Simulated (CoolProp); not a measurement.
Properties of acetone along the isotherm 276.85 °C.

Values from CoolProp's reference Helmholtz-energy equation of state, Lemmon 2006. It is a short technical equation, of lower accuracy than the large ones.

```
p (kPa)  phase       Z  isothermal compressibility (1/MPa)
-------  -----  ------  ----------------------------------
196        gas  0.9875                               5.167
391        gas  0.9749                               2.624
587        gas  0.9621                               1.772
782        gas  0.9493                               1.348
978        gas  0.9363                               1.094
1170       gas  0.9235                              0.9275
1370       gas  0.9100                              0.8045
1560       gas  0.8970                              0.7175
1760       gas  0.8832                              0.6467
1960       gas  0.8693                              0.5909
2150       gas  0.8559                              0.5480
2350       gas  0.8416                              0.5108
```
